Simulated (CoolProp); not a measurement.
200 sccm (0 °C, 1 atm) of nitrogen bubbles through liquid methanol at 275.4 K and leaves saturated at a total pressure of 0.0824 MPa (ideal gas phase). Each further row changes one setting.

Computed with CoolProp (reference Helmholtz-energy equation of state, de Reuck 1993).

```tsv
case	vapour pressure (kPa)	mole fraction of vapour	delivery (mg/min)	delivery (sccm)	change of delivery for a bath 1 K warmer (%)
as stated	4.67	0.0567	17.2	[?]	6.8
bath temperature 280.4 K	6.33	0.0768	23.8	16.6	[?]
total pressure 0.165 MPa	4.67	[?]	[?]	[?]	[?]
```

**Question.** Complete the blanks.

**Answer.** 
- as stated, delivery (sccm): 12.0
- bath temperature 280.4 K, change of delivery for a bath 1 K warmer (%): 6.7
- total pressure 0.165 MPa, mole fraction of vapour: 0.0283
- total pressure 0.165 MPa, delivery (mg/min): 8.33
- total pressure 0.165 MPa, delivery (sccm): 5.82
- total pressure 0.165 MPa, change of delivery for a bath 1 K warmer (%): 6.6
